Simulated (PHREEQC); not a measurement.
Consider water at 25 °C with 140 mmol/kgw FeCl3, 1.6 mmol/kgw ZnCl2 and 47 mmol/kgw Na2SO4. It is in equilibrium with CO2 at log p = -3.4 (atm). Otherwise closed; pH follows from the charge balance.

Model: ion-association model, phreeqc.dat, run in PHREEQC.

Task: The ionic strength comes out as 0.510 mol/kgw. What activity coefficients do Fe2(OH)2+4, FeCl+2, Na+, NaSO4-, H+ get?

Result: Fe2(OH)2+4 0.0071, FeCl+2 0.21, Na+ 0.72, NaSO4- 0.69, H+ 0.76.

Precipitation was switched off in this run. Examples of supersaturated solids here: Hematite (slow to form), Goethite (slow to form). Others may be too. Complexes and solids missing from the database can't appear.
